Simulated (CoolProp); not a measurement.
R245ca at several states: density (kg/m³) from the reference equation and from simpler models built on Tc = 447.6 K, pc = 39.41 bar, ω = 0.355; each cubic takes its own stable root.

Computed with CoolProp (reference Helmholtz-energy equation of state, Zhou 2016).

```csv
T (K),p (bar),phase,reference
346,5.09,liquid,1258
268.6,5.7,liquid,1460
223.6,0.224,liquid,1563
391.2,0.229,gas,0.9469
278.5,1.13,liquid,1436
```

Question: How far does each simpler model (van der Waals, Soave-Redlich-Kwong) lie from the reference over these 5 states: mean and median of the absolute difference, and the worst?

Answer: 
- van der Waals: mean 67.5 %, median 98.0 %, worst -99.9 % at 223.6 K and 0.224 bar
- Soave-Redlich-Kwong: mean 6.6 %, median 7.7 %, worst -8.8 % at 346 K and 5.09 bar

At some of these states van der Waals gives the other phase, because its saturation line lies elsewhere.
